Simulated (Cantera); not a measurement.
# Formation from one mole of O2

Cantera with NASA thermochemical tables; ideal gases at 1 bar, condensed phases pure. Values are per mole of reaction as written; species without (g) are pure solids or liquids, kept so even where they would boil at 1 bar.

4 Li + O2(g) = 2 Li2O

```json
[
 {"T (K)": "1000", "ΔH° (kJ)": "-1208.8", "ΔS° (J/K)": "-276.3", "ΔG° (kJ)": "-932.5", "log10 K": "48.71"},
 {"T (K)": "1050", "ΔH° (kJ)": "-1206.9", "ΔS° (J/K)": "-275.3", "ΔG° (kJ)": "-917.9", "log10 K": "45.66"},
 {"T (K)": "1100", "ΔH° (kJ)": "-1205.6", "ΔS° (J/K)": "-274.0", "ΔG° (kJ)": "-904.2", "log10 K": "42.93"},
 {"T (K)": "1150", "ΔH° (kJ)": "-1204.2", "ΔS° (J/K)": "-272.8", "ΔG° (kJ)": "-890.5", "log10 K": "40.45"},
 {"T (K)": "1200", "ΔH° (kJ)": "-1202.7", "ΔS° (J/K)": "-271.5", "ΔG° (kJ)": "-876.9", "log10 K": "38.17"},
 {"T (K)": "1250", "ΔH° (kJ)": "-1201.0", "ΔS° (J/K)": "-270.1", "ΔG° (kJ)": "-863.4", "log10 K": "36.08"},
 {"T (K)": "1300", "ΔH° (kJ)": "-1199.3", "ΔS° (J/K)": "-268.8", "ΔG° (kJ)": "-849.9", "log10 K": "34.15"},
 {"T (K)": "1350", "ΔH° (kJ)": "-1197.5", "ΔS° (J/K)": "-267.5", "ΔG° (kJ)": "-836.5", "log10 K": "32.36"},
 {"T (K)": "1400", "ΔH° (kJ)": "-1195.7", "ΔS° (J/K)": "-266.1", "ΔG° (kJ)": "-823.1", "log10 K": "30.71"}
]
```

2 Si + O2(g) = 2 SiO(g)

```json
[
 {"T (K)": "1000", "ΔH° (kJ)": "-210.8", "ΔS° (J/K)": "163.9", "ΔG° (kJ)": "-374.7", "log10 K": "19.57"},
 {"T (K)": "1050", "ΔH° (kJ)": "-211.7", "ΔS° (J/K)": "163.1", "ΔG° (kJ)": "-382.9", "log10 K": "19.05"},
 {"T (K)": "1100", "ΔH° (kJ)": "-212.5", "ΔS° (J/K)": "162.3", "ΔG° (kJ)": "-391.0", "log10 K": "18.57"},
 {"T (K)": "1150", "ΔH° (kJ)": "-213.4", "ΔS° (J/K)": "161.5", "ΔG° (kJ)": "-399.1", "log10 K": "18.13"},
 {"T (K)": "1200", "ΔH° (kJ)": "-214.3", "ΔS° (J/K)": "160.8", "ΔG° (kJ)": "-407.2", "log10 K": "17.72"},
 {"T (K)": "1250", "ΔH° (kJ)": "-215.2", "ΔS° (J/K)": "160.0", "ΔG° (kJ)": "-415.2", "log10 K": "17.35"},
 {"T (K)": "1300", "ΔH° (kJ)": "-216.1", "ΔS° (J/K)": "159.3", "ΔG° (kJ)": "-423.2", "log10 K": "17.00"},
 {"T (K)": "1350", "ΔH° (kJ)": "-217.0", "ΔS° (J/K)": "158.6", "ΔG° (kJ)": "-431.1", "log10 K": "16.68"},
 {"T (K)": "1400", "ΔH° (kJ)": "-218.0", "ΔS° (J/K)": "157.9", "ΔG° (kJ)": "-439.0", "log10 K": "16.38"}
]
```

Nb + O2(g) = NbO2(g)

| T (K) | ΔH° (kJ) | ΔS° (J/K) | ΔG° (kJ) | log10 K |
|---|---|---|---|---|
| 1000 | -204.9 | 22.5 | -227.4 | 11.88 |
| 1050 | -205.3 | 22.2 | -228.5 | 11.37 |
| 1100 | -205.6 | 21.8 | -229.6 | 10.90 |
| 1150 | -206.0 | 21.5 | -230.7 | 10.48 |
| 1200 | -206.4 | 21.2 | -231.8 | 10.09 |
| 1250 | -206.8 | 20.8 | -232.8 | 9.73 |
| 1300 | -207.2 | 20.5 | -233.9 | 9.40 |
| 1350 | -207.6 | 20.2 | -234.9 | 9.09 |
| 1400 | -208.1 | 19.9 | -235.9 | 8.80 |

0.8 Ta + O2(g) = 0.4 Ta2O5

```json
[
 {"T (K)": "1000", "ΔH° (kJ)": "-810.0", "ΔS° (J/K)": "-167.8", "ΔG° (kJ)": "-642.1", "log10 K": "33.54"},
 {"T (K)": "1050", "ΔH° (kJ)": "-809.2", "ΔS° (J/K)": "-167.0", "ΔG° (kJ)": "-633.8", "log10 K": "31.53"},
 {"T (K)": "1100", "ΔH° (kJ)": "-808.4", "ΔS° (J/K)": "-166.3", "ΔG° (kJ)": "-625.4", "log10 K": "29.70"},
 {"T (K)": "1150", "ΔH° (kJ)": "-807.5", "ΔS° (J/K)": "-165.6", "ΔG° (kJ)": "-617.1", "log10 K": "28.03"},
 {"T (K)": "1200", "ΔH° (kJ)": "-806.7", "ΔS° (J/K)": "-164.9", "ΔG° (kJ)": "-608.9", "log10 K": "26.50"},
 {"T (K)": "1250", "ΔH° (kJ)": "-805.9", "ΔS° (J/K)": "-164.2", "ΔG° (kJ)": "-600.6", "log10 K": "25.10"},
 {"T (K)": "1300", "ΔH° (kJ)": "-805.1", "ΔS° (J/K)": "-163.5", "ΔG° (kJ)": "-592.5", "log10 K": "23.80"},
 {"T (K)": "1350", "ΔH° (kJ)": "-804.2", "ΔS° (J/K)": "-162.9", "ΔG° (kJ)": "-584.3", "log10 K": "22.61"},
 {"T (K)": "1400", "ΔH° (kJ)": "-803.4", "ΔS° (J/K)": "-162.3", "ΔG° (kJ)": "-576.2", "log10 K": "21.50"}
]
```
